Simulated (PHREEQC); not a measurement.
A column of 0.5 m (30 cells, dispersivity 0.018 m, 720 s a shift, diffusion coefficient 3e-10 m²/s) holds 0.015 eq of the database's cation exchanger X per kg of pore water, first in equilibrium with 0.0033 mol NaCl, 0.0013 mol ZnCl2 and 1e-05 mol HCl per kg of water. It is flushed with 0.0047 mol/kgw ZnSO4, 0.00082 mol/kgw Na2SO4, 0.0024 mol/kgw ZnCl2 and 1e-05 mol/kgw HCl, at 25 °C. Values are for the last cell. CO2 from the air is kept out. Nothing may precipitate in this run.

Model: ion-association model, phreeqc.dat, run in PHREEQC.

```csv
pore volumes,S in solution (mol/kgw),Zn in solution (mol/kgw),Na in solution (mol/kgw),NaX on the exchanger (mol/kgw)
0,0,0.00130,0.00330,0.000540
0.2833,5.10e-10,0.00130,0.00330,0.000540
0.4167,2.63e-6,0.00130,0.00330,0.000540
0.6833,0.000535,0.00171,0.00344,0.000502
0.8167,0.00147,0.00257,0.00341,0.000419
1.083,0.00369,0.00491,0.00272,0.000254
1.217,0.00445,0.00579,0.00235,0.000205
1.483,0.00522,0.00671,0.00189,0.000154
1.75,0.00545,0.00700,0.00171,0.000137
1.883,0.00549,0.00705,0.00168,0.000134
2.15,0.00551,0.00709,0.00165,0.000132
2.283,0.00552,0.00710,0.00164,0.000131
2.55,0.00552,0.00710,0.00164,0.000131
2.817,0.00552,0.00710,0.00164,0.000131
2.95,0.00552,0.00710,0.00164,0.000131
3.217,0.00552,0.00710,0.00164,0.000131
3.35,0.00552,0.00710,0.00164,0.000131
3.617,0.00552,0.00710,0.00164,0.000131
3.75,0.00552,0.00710,0.00164,0.000131
4.017,0.00552,0.00710,0.00164,0.000131
```
